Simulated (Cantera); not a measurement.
A perfectly stirred reactor is fed with H2 : O2 : N2 = 0.19 : 1 : 4.1 (molar parts), equivalence ratio 0.095, at 5.18 Torr; it is held at 1325 K, and followed from long to short residence time.

Cantera simulation using the H2/O2 subset of GRI-Mech 3.0, which has no nitrogen chemistry; the numbers are that mechanism's predictions, not measurements. Radical loss at walls, strong at low pressure, is not modelled. The temperature is held fixed by assumption; the heat of reaction is taken as removed at once.

x: mole fraction; the columns are a selection and need not sum to one.

| τ (s) | x H2 | x O2 | x H | x OH | x O |
|---|---|---|---|---|---|
| 11 | 0.000219 | 0.173 | 0.000430 | 0.00107 | 0.00208 |
| 4.9 | 0.000356 | 0.172 | 0.000902 | 0.00136 | 0.00341 |
| 2.2 | 0.000553 | 0.171 | 0.00178 | 0.00169 | 0.00538 |
| 1.0 | 0.000805 | 0.170 | 0.00319 | 0.00203 | 0.00797 |
| 0.46 | ___ | 0.168 | ___ | ___ | ___ |
| 0.21 | ___ | 0.167 | ___ | 0.00256 | ___ |
| 0.094 | 0.00164 | 0.166 | 0.00841 | 0.00274 | 0.0152 |
| 0.043 | 0.00203 | 0.166 | 0.00935 | 0.00289 | 0.0158 |
| 0.019 | 0.00278 | 0.167 | 0.00993 | 0.00309 | 0.0155 |
| 0.0088 | 0.00418 | 0.168 | 0.0102 | 0.00334 | 0.0142 |
| 0.0040 | 0.00698 | 0.170 | 0.00987 | 0.00360 | 0.0121 |

Question: Complete the blanks.

Answer: 
- 0.46, x H2: 0.00108
- 0.46, x H: 0.00502
- 0.46, x OH: 0.00233
- 0.46, x O: 0.0108
- 0.21, x H2: 0.00135
- 0.21, x H: 0.00690
- 0.21, x O: 0.0134
